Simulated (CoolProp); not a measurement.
Hexamethyldisiloxane (MM) at 388.11 K and 0.0175 MPa is compressed adiabatically to 0.0333 MPa with isentropic efficiency 0.7. Each further row changes one setting.

Computed with CoolProp (reference Helmholtz-energy equation of state, Thol 2016).

```csv
case,work (kJ/kg),final temperature (K),final density (kg/m³)
as stated,18.2,(withheld),(withheld)
efficiency 1,(withheld),(withheld),(withheld)
efficiency 0.65,19.6,399.6,(withheld)
```

Task: What belongs in the gaps?

Result: 
- as stated, final temperature (K): 398.8
- as stated, final density (kg/m³): 1.66
- efficiency 1, work (kJ/kg): 12.8
- efficiency 1, final temperature (K): 395.7
- efficiency 1, final density (kg/m³): 1.67
- efficiency 0.65, final density (kg/m³): 1.65
